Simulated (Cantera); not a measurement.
A Cantera script and what it prints.

```python
import numpy as np
import cantera as ct

gas_names = """
    AL ALCL ALCL2 ALCL3 ALN ALO ALOCL ALO2 AL2 AL2CL6 AL2O AL2O2 CL CLO CL2 N NO NO2 NO3 N2 N2O O O2 O3
""".split()
cond_names = """
    AL(cr) AL(L) ALCL3(s) ALCL3(L) ALN(s) AL2O3(a) AL2O3(L)
""".split()


# ... load() reads the species with a 1 bar reference pressure and builds the phases ...
atoms = {
    'AlCl3': {'AL': 1, 'CL': 3},
    'O2': {'O': 2},
    'N2': {'N': 2},
}
top_T = {'ALN(s)': 2750}  # K; cautious upper limits of use, not melting points


# ... equilibrate(T, P, feed) seeds the gas with the atoms and calls Mixture.equilibrate('TP', solver="vcs", rtol=1e-11, max_steps=5000) ...
results = []
feed = {'AlCl3': 1, 'O2': 16, 'N2': 42}  # mol
T = 1625  # K
P = 100000  # Pa
mix = equilibrate(T, P, feed)
results.append((T, P, feed, dict(zip(mix.species_names, mix.species_moles))))
x = sorted(zip(gas.X, gas.species_names), reverse=True)
print(f"T = {T:g} K  P = {P:g} Pa  gas = {mix.phase_moles(0):.4g} mol")
print("   x: " + "  ".join(f"{s} {v:.3e}" for v, s in x if v > 1e-05))
print("   condensed (mol): " + ("  ".join(f"{mix.phase(i).name} {mix.phase_moles(i):.4g}"
      for i in range(1, mix.n_phases) if mix.phase_moles(i) > 1e-12) or "none"))
```

Output:

```
T = 1625 K  P = 100000 Pa  gas = 59.24 mol
   x: N2 7.078e-01  O2 2.562e-01  CL2 1.694e-02  CL 1.655e-02  NO 2.252e-03  CLO 1.777e-04  ALCL3 1.114e-05
   condensed (mol): AL2O3(a) 0.4997
```

Cantera equilibrium calculation (NASA polynomials, part measured and part estimated; ideal gas, pure solids and liquids).
